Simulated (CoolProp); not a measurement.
Vapour-liquid equilibrium of toluene (1) + ethylbenzene (2) at 0.0108 bar; x and y are mole fractions of (1).

The numbers come from the multi-fluid Helmholtz-energy mixture model, Lemmon 2006 and Zhou 2012; pair parameters Bell 2016 in CoolProp.

```json
[
 {"x": "0.05", "bubble temperature (K)": "293.5", "y at the bubble point": "0.142", "dew temperature at overall composition x (K)": "294.6", "liquid density (mol/L)": "8.217"},
 {"x": "0.2", "bubble temperature (K)": "289.4", "y at the bubble point": "0.433", "dew temperature at overall composition x (K)": "292.7", "liquid density (mol/L)": "8.422"},
 {"x": "0.35", "bubble temperature (K)": "286.1", "y at the bubble point": "0.621", "dew temperature at overall composition x (K)": "290.6", "liquid density (mol/L)": "8.629"},
 {"x": "0.5", "bubble temperature (K)": "283.4", "y at the bubble point": "0.756", "dew temperature at overall composition x (K)": "288.3", "liquid density (mol/L)": "8.840"},
 {"x": "0.65", "bubble temperature (K)": "280.9", "y at the bubble point": "0.857", "dew temperature at overall composition x (K)": "285.6", "liquid density (mol/L)": "9.056"},
 {"x": "0.8", "bubble temperature (K)": "278.6", "y at the bubble point": "0.932", "dew temperature at overall composition x (K)": "282.3", "liquid density (mol/L)": "9.277"},
 {"x": "0.95", "bubble temperature (K)": "276.6", "y at the bubble point": "0.986", "dew temperature at overall composition x (K)": "278.0", "liquid density (mol/L)": "9.504"}
]
```

No azeotrope shows between x = 0.05 and 0.95.

Pair parameters are fitted to limited data, so mixtures are less certain than the pure fluids.
